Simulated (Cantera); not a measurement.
## Equilibrium for iron carbonyl, mercury and lead vapours: PbO + H₂

A closed system holds: 1 mol PbO, 0.92 mol H₂, equilibrated at 0.110 bar.

Cantera equilibrium calculation (NASA polynomials, part measured and part estimated; ideal gas, pure solids and liquids). Candidate condensed phases: H₂O, Pb, PbO, PbO₂, Pb₃O₄; 12 gas species. Each liquid is taken as pure. Mutual solubility and eutectic melting of coexisting phases are not modelled. Gases not in the tables: (PbO)n polymers. Equilibrium is a limit: real reactors are often held back by kinetics, nucleation or transport.

| T (K) | x H₂O | x Pb | x PbO | x H₂ | x Pb₂ | x OH | x O₂ | n Pb(l) | n PbO(yellow) | n PbO(l) |
|---|---|---|---|---|---|---|---|---|---|---|
| 1150 | 0.997 | 0.00263 | 0.000207 | 0.000240 | 5.76e-8 | 8.76e-8 | 2.90e-9 | 0.917 | 0.0800 | 0 |
| 1175 | 0.995 | 0.00396 | 0.000366 | 0.000267 | 1.14e-7 | 1.57e-7 | 7.06e-9 | 0.916 | 0 | 0.0799 |
| 1200 | 0.993 | 0.00585 | 0.000620 | 0.000302 | 2.18e-7 | 2.72e-7 | 1.59e-8 | 0.914 | 0 | 0.0797 |
| 1225 | 0.990 | 0.00850 | 0.00103 | 0.000340 | 4.06e-7 | 4.59e-7 | 3.44e-8 | 0.912 | 0 | 0.0794 |
| 1250 | 0.986 | 0.0122 | 0.00166 | 0.000381 | 7.39e-7 | 7.59e-7 | 7.23e-8 | 0.908 | 0 | 0.0788 |
| 1275 | 0.980 | 0.0171 | 0.00264 | 0.000425 | 1.31e-6 | 1.23e-6 | 1.47e-7 | 0.904 | 0 | 0.0779 |
| 1300 | 0.972 | 0.0239 | 0.00410 | 0.000471 | 2.27e-6 | 1.95e-6 | 2.91e-7 | 0.897 | 0 | 0.0766 |
| 1325 | 0.960 | 0.0328 | 0.00627 | 0.000519 | 3.85e-6 | 3.03e-6 | 5.61e-7 | 0.888 | 0 | 0.0745 |
| 1350 | 0.946 | 0.0445 | 0.00943 | 0.000567 | 6.41e-6 | 4.63e-6 | 1.05e-6 | 0.876 | 0 | 0.0714 |
| 1375 | 0.926 | 0.0597 | 0.0140 | 0.000615 | 1.04e-5 | 6.94e-6 | 1.93e-6 | 0.860 | 0 | 0.0667 |
| 1400 | 0.900 | 0.0792 | 0.0203 | 0.000660 | 1.67e-5 | 1.02e-5 | 3.45e-6 | 0.838 | 0 | 0.0599 |
| 1425 | 0.866 | 0.104 | 0.0292 | 0.000700 | 2.63e-5 | 1.47e-5 | 6.04e-6 | 0.809 | 0 | 0.0497 |
| 1450 | 0.822 | 0.135 | 0.0414 | 0.000730 | 4.08e-5 | 2.08e-5 | 1.04e-5 | 0.768 | 0 | 0.0345 |
| 1475 | 0.766 | 0.175 | 0.0580 | 0.000746 | 6.22e-5 | 2.88e-5 | 1.74e-5 | 0.710 | 0 | 0.0113 |
x: gas mole fraction; n: condensed amount in mol.

At 1150 K the condensed part is Pb(l) + PbO(yellow). From 1175 K to 1475 K the condensed part is Pb(l) + PbO(l). The share of Pb in condensed phases is highest at 1150 K (99.7 %) and lowest at 1475 K (72.1 %).
